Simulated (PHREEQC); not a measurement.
Make-up at 25 °C: 0.012 mol/kgw Ni(NO3)2 and 0.1 mol/kgw H3BO3. Closed to the air; pH follows from the charge balance.

All values are PHREEQC results (ion-association model, wateq4f.dat), not measurements.

| quantity | before | after |
|---|---|---|
| pH | 5.10 | 6.03 |
| ionic strength (mol/kgw) | 0.0360 | 0.0360 |

Task: Which change was made?
A. H3BO3 left out
B. temperature from 25 to 55 °C
C. temperature from 25 to 40 °C
D. 0.013 mol/kgw NaCl added
E. Ni(NO3)2 replaced by Cd(NO3)2 at the same molality

Result: A, H3BO3 left out

No solid was allowed to form.
